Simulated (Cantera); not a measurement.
Cantera run:

```python
import numpy as np
import cantera as ct

gas_names = """
    CL CL2 Cs CsCL Cs2 Cs2CL2 H HCL H2 N NH NH2 NH3 N2 N2H2 N2H4
""".split()
cond_names = """
    Cs(cr) Cs(L) CsCL(a) CsCL(b) CsCL(L) NH4CL(a) NH4CL(b)
""".split()


# ... load() reads the species with a 1 bar reference pressure and builds the phases ...
atoms = {
    'CsCl': {'Cs': 1, 'CL': 1},
    'HCl': {'H': 1, 'CL': 1},
    'N2': {'N': 2},
}
top_T = {}  # K; cautious upper limits of use, not melting points


# ... equilibrate(T, P, feed) seeds the gas with the atoms and calls Mixture.equilibrate('TP', solver="vcs", rtol=1e-11, max_steps=5000) ...
results = []
feed = {'CsCl': 1, 'HCl': 0.036, 'N2': 1.3}  # mol
P = 133.322  # Pa
for T in [773, 873, 973, 1073, 1173, 1273, 1373, 1473, 1573, 1673, 1773, 1873]:
    mix = equilibrate(T, P, feed)
    results.append((T, P, feed, dict(zip(mix.species_names, mix.species_moles))))

top = {s: max(r[3][s] / sum(r[3][g] for g in gas_names) for r in results) for s in gas_names}
cols = sorted((s for s in top if top[s] > 0.0001), key=lambda s: -top[s])[:7]
seen = [c for c in cond_names if any(r[3].get(c, 0) > 1e-12 for r in results)]
print("log10 of partial pressures in bar; condensed amounts in mol")
print(f"{'T/K':>10s}" + "".join(f"{s[:9]:>10s}" for s in cols + seen))
for T, P, feed, n in results:
    ng = sum(n[g] for g in gas_names)
    print(f"{T:10.4g}" + "".join(f"{np.log10(max(n[s] / ng * P / 1e5, 1e-99)):10.3f}" for s in cols)
          + "".join(f"{n.get(c, 0):10.4g}" for c in seen))
```

Result:

```
log10 of partial pressures in bar; condensed amounts in mol
       T/K        N2      CsCL    Cs2CL2       HCL        CL        Cs        H2   CsCL(b)
       773    -2.887    -5.934    -6.328    -4.445   -10.968   -20.032   -10.991    0.9979
       873    -2.904    -4.478    -4.776    -4.461    -9.786   -16.345   -10.020    0.9304
       973    -3.084    -3.469    -3.833    -4.642    -8.993   -13.413    -9.281         0
      1073    -3.116    -3.299    -4.364    -4.674    -8.281   -11.744    -8.579         0
      1173    -3.126    -3.256    -4.999    -4.684    -7.681   -10.465    -7.981         0
      1273    -3.129    -3.247    -5.586    -4.688    -7.169    -9.418    -7.473         0
      1373    -3.129    -3.245    -6.096    -4.691    -6.730    -8.531    -7.040         0
      1473    -3.130    -3.244    -6.539    -4.696    -6.349    -7.765    -6.673         0
      1573    -3.130    -3.244    -6.924    -4.707    -6.014    -7.099    -6.366         0
      1673    -3.130    -3.244    -7.263    -4.723    -5.715    -6.516    -6.118         0
      1773    -3.130    -3.245    -7.564    -4.748    -5.441    -6.008    -5.934         0
      1873    -3.131    -3.247    -7.835    -4.780    -5.183    -5.568    -5.815         0
```

Cantera equilibrium calculation (NASA polynomials, part measured and part estimated; ideal gas, pure solids and liquids).
